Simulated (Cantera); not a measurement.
Gas mixture: O2 = 0.18 (molar parts), at 220000 Pa, frozen composition.

Cantera's kinetic-theory transport with the Lennard-Jones parameters of GRI-Mech 3.0, ideal gas; thermal conductivity in the multicomponent form.

D: mixture-averaged diffusion coefficient of that species in the mixture.

```json
[
 {"T (K)": "400", "ρ (kg/m³)": "2.12", "cp (J/kg/K)": "941.4", "μ (µPa s)": "25.6", "λ (mW/m/K)": "(withheld)", "Pr": "0.712", "D (cm²/s) CH4": "0.174", "D (cm²/s) OH": "0.245", "D (cm²/s) NH3": "0.177"},
 {"T (K)": "550", "ρ (kg/m³)": "1.54", "cp (J/kg/K)": "987.2", "μ (µPa s)": "32.1", "λ (mW/m/K)": "(withheld)", "Pr": "0.711", "D (cm²/s) CH4": "0.302", "D (cm²/s) OH": "0.422", "D (cm²/s) NH3": "0.320"},
 {"T (K)": "700", "ρ (kg/m³)": "1.21", "cp (J/kg/K)": "1031", "μ (µPa s)": "37.8", "λ (mW/m/K)": "(withheld)", "Pr": "0.710", "D (cm²/s) CH4": "0.455", "D (cm²/s) OH": "0.634", "D (cm²/s) NH3": "0.493"},
 {"T (K)": "850", "ρ (kg/m³)": "0.996", "cp (J/kg/K)": "1065", "μ (µPa s)": "43.0", "λ (mW/m/K)": "(withheld)", "Pr": "0.709", "D (cm²/s) CH4": "0.632", "D (cm²/s) OH": "0.877", "D (cm²/s) NH3": "0.693"},
 {"T (K)": "1000", "ρ (kg/m³)": "0.847", "cp (J/kg/K)": "1090", "μ (µPa s)": "47.9", "λ (mW/m/K)": "(withheld)", "Pr": "0.709", "D (cm²/s) CH4": "0.830", "D (cm²/s) OH": "1.15", "D (cm²/s) NH3": "0.919"},
 {"T (K)": "1150", "ρ (kg/m³)": "0.736", "cp (J/kg/K)": "1109", "μ (µPa s)": "52.5", "λ (mW/m/K)": "(withheld)", "Pr": "0.709", "D (cm²/s) CH4": "1.05", "D (cm²/s) OH": "1.45", "D (cm²/s) NH3": "1.17"},
 {"T (K)": "1300", "ρ (kg/m³)": "0.651", "cp (J/kg/K)": "1125", "μ (µPa s)": "56.9", "λ (mW/m/K)": "(withheld)", "Pr": "0.708", "D (cm²/s) CH4": "1.29", "D (cm²/s) OH": "1.78", "D (cm²/s) NH3": "1.44"}
]
```

Q: Some entries are withheld; supply them.

A: 
- 400, λ (mW/m/K): 33.9
- 550, λ (mW/m/K): 44.6
- 700, λ (mW/m/K): 54.9
- 850, λ (mW/m/K): 64.6
- 1000, λ (mW/m/K): 73.7
- 1150, λ (mW/m/K): 82.1
- 1300, λ (mW/m/K): 90.3
